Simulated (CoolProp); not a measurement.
Dimethyl carbonate along the isotherm 319 K: Z from the reference equation and from simpler models built on Tc = 557.0 K, pc = 49.09 bar, ω = 0.346; each cubic takes its own stable root.

Values from CoolProp's reference Helmholtz-energy equation of state, Zhou 2011.

| p (bar) | phase | reference |
|---|---|---|
| 24.5 | liquid | 0.08016 |
| 49.1 | liquid | 0.1602 |
| 73.6 | liquid | 0.2396 |
| 98.2 | liquid | 0.3190 |
| 123 | liquid | 0.3986 |
| 147 | liquid | 0.4753 |
| 172 | liquid | 0.5549 |
| 196 | liquid | 0.6309 |
| 221 | liquid | 0.7099 |
| 245 | liquid | 0.7853 |

Problem. How far does each simpler model (Soave-Redlich-Kwong, Peng-Robinson) lie from the reference over these 10 states: mean and median of the absolute difference, and the worst?

Solution. 
- Soave-Redlich-Kwong: mean 12.2 %, median 12.2 %, worst +12.4 % at 319 K and 24.5 bar
- Peng-Robinson: mean 0.2 %, median 0.2 %, worst -0.2 % at 319 K and 73.6 bar
